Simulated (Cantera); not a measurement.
Equilibrium for silicon oxide and oxynitride deposition: SiCl₄ + NO + N₂

Feed: 1 mol SiCl₄, 0.11 mol NO, 82 mol N₂, equilibrated at 50.0 Pa.

Equilibrium computed with Cantera from the NASA thermochemical tables; the gas is ideal and each condensed phase is pure. Candidate condensed phases: Si, SiO₂, Si₂N₂O, Si₃N₄; 23 gas species. The tables' values for SiCl₃, SiCl, SiN are old estimates; treat these amounts as uncertain. The tables hold silica as quartz up to 1696 K and as liquid above; real silica turns to tridymite and cristobalite and melts near 1996 K. Rates play no part.

```tsv
T (°C)	x N₂	x Cl	x SiCl₄	x SiCl₂	n SiO₂(β-quartz)
825	0.987	0.00155	0.0114	8.31e-11	0.0550
900	0.986	0.00225	0.0114	6.81e-9	0.0550
975	0.986	0.00256	0.0113	4.85e-7	0.0550
1050	0.986	0.00286	0.0111	2.11e-5	0.0549
1125	0.984	0.00423	0.0101	0.000316	0.0525
1200	0.980	0.00866	0.00771	0.00143	0.0253
1275	0.972	0.0158	0.00403	0.00409	0
1350	0.966	0.0221	0.00106	0.00757	0
1425	0.963	0.0249	0.000151	0.00945	0
1500	0.963	0.0257	1.91e-5	0.0101	0
1575	0.962	0.0260	2.65e-6	0.0102	0
1650	0.962	0.0265	4.23e-7	0.0100	0
1725	0.960	0.0286	7.83e-8	0.00888	0
1800	0.955	0.0338	1.52e-8	0.00604	0
```
x: gas mole fraction; n: condensed amount in mol.

From 825 °C to 1200 °C the condensed part is SiO₂(β-quartz). From 1275 °C to 1800 °C nothing is condensed. The main Si-bearing gas is SiCl₄ at 825 °C and SiCl₂ at 1800 °C.
